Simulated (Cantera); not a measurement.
A closed system holds: 1 mol AlN, 0.13 mol O2, 0.34 mol H2, equilibrated at 1752 °C and 0.150 Torr.

Cantera equilibrium calculation (NASA polynomials, part measured and part estimated; ideal gas, pure solids and liquids). Candidate condensed phases: Al, AlN, Al2O3, H2O; 35 gas species. The tables' values for AlOH are old estimates; treat these amounts as uncertain. Rates play no part.

Base state: N2 0.307, Al 0.298, H2 0.180, Al2O 0.157, H 0.0577, AlH 0.000473, AlOH 0.000244, AlO 0.000148 (mole fractions); condensed: Al2O3(s).

Task: What changes in the equilibrium state with this change: H2 from 0.34 to 18 mol?

Result: 
| species | before | after |
|---|---|---|
| H2 | 0.180 | 0.814 |
| H | 0.0577 | 0.123 |
| Al | 0.298 | 0.0304 |
| N2 | 0.307 | 0.0243 |
| Al2O | 0.157 | 0.00745 |
| H2O | 1.99e-5 | 0.000413 |
| AlH | 0.000473 | 0.000103 |
| AlO | 0.000148 | 6.91e-5 |
| AlOH | 0.000244 | 0.000242 |
| Al2O3(s), mol | 0.00140 | 0.0306 |
